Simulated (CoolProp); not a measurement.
Values from CoolProp's reference Helmholtz-energy equation of state, Rui 2013.

Q: For R236EA, give the phase and the Joule-Thomson coefficient (K/MPa), isothermal compressibility (1/MPa), viscosity (µPa s), conductivity (mW/(m K)) at 303.8 K and 4.27 bar; 303.8 K and 34.1 bar.

A: 
- 303.8 K and 4.27 bar: liquid; Joule-Thomson coefficient -0.163, isothermal compressibility 0.00315, viscosity 356, conductivity 77.8
- 303.8 K and 34.1 bar: liquid; Joule-Thomson coefficient -0.188, isothermal compressibility 0.00285, viscosity 377, conductivity 79.6

Viscosity comes from a separate model (Huber 2003), an estimate that may be off by 10 % or more. Thermal conductivity comes from a separate model (Huber 2003), an estimate that may be off by 10 % or more.
